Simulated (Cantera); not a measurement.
Charge: 1 mol PbCl2, 200 mol H2, held at 413 Torr.

Method: chemical equilibrium by Gibbs-energy minimisation in Cantera with the NASA 1993 tables (ideal gas, pure condensed phases). Candidate condensed phases: Pb, PbCl2; 10 gas species. Kinetics and transport are ignored.

Problem. Which condensed phases are stable at each of these points (T (°C)): 575, 775, 975, 1175, 1375, 1575, 1775, 1975?

Solution. 
```csv
T (°C),condensed phases,Pb condensed (%)
575,Pb(l),98.7
775,Pb(l),93.9
975,Pb(l),32.6
1175,gas only,0.0
1375,gas only,0.0
1575,gas only,0.0
1775,gas only,0.0
1975,gas only,0.0
```

From 575 °C to 975 °C the condensed part is Pb(l). From 1175 °C to 1975 °C nothing is condensed.
